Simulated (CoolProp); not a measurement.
Vapour-liquid equilibrium of isobutene (1) + ethanol (2) at 364.1 K; x and y are mole fractions of (1).

Model: multi-fluid Helmholtz-energy mixture model, Lemmon 2005 and Schroeder 2014; pair parameters Bell 2016, in CoolProp.

```json
[
 {"x": "0.05", "bubble pressure, mixture model (kPa)": "375.3", "bubble pressure, Raoult's law (kPa)": "231.4", "y, mixture model": "0.567", "y, Raoult's law": "0.331"},
 {"x": "0.2", "bubble pressure, mixture model (kPa)": "888.4", "bubble pressure, Raoult's law (kPa)": "437.1", "y, mixture model": "0.823", "y, Raoult's law": "0.702"},
 {"x": "0.35", "bubble pressure, mixture model (kPa)": "1149", "bubble pressure, Raoult's law (kPa)": "642.8", "y, mixture model": "0.869", "y, Raoult's law": "0.835"},
 {"x": "0.5", "bubble pressure, mixture model (kPa)": "1243", "bubble pressure, Raoult's law (kPa)": "848.4", "y, mixture model": "0.883", "y, Raoult's law": "0.904"},
 {"x": "0.65", "bubble pressure, mixture model (kPa)": "1298", "bubble pressure, Raoult's law (kPa)": "1054", "y, mixture model": "0.893", "y, Raoult's law": "0.946"},
 {"x": "0.8", "bubble pressure, mixture model (kPa)": "1379", "bubble pressure, Raoult's law (kPa)": "1260", "y, mixture model": "0.916", "y, Raoult's law": "0.974"},
 {"x": "0.95", "bubble pressure, mixture model (kPa)": "1494", "bubble pressure, Raoult's law (kPa)": "1465", "y, mixture model": "0.971", "y, Raoult's law": "0.994"}
]
```

The largest gap from Raoult's law is +103.2 % in bubble pressure, at x = 0.2. No azeotrope shows between x = 0.05 and 0.95.

Pair parameters are fitted to limited data, so mixtures are less certain than the pure fluids. With so large a gap from Raoult's law the liquid may split in two, which this calculation doesn't test in full.
